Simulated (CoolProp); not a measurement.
Computed with CoolProp (reference Helmholtz-energy equation of state, Gao 2022).

Q: Give the vapour pressure (MPa), liquid density (kg/m³), vapour density (kg/m³), enthalpy of vaporisation (kJ/kg) of saturated n-perfluorohexane at 89.65, 113.15 °C.

A: 
| T (°C) | p (MPa) | liquid density (kg/m³) | vapour density (kg/m³) | enthalpy of vaporisation (kJ/kg) |
|---|---|---|---|---|
| 89.65 | 0.271 | 1470 | 34.8 | 74.4 |
| 113.15 | 0.489 | 1370 | 64.4 | 65.6 |
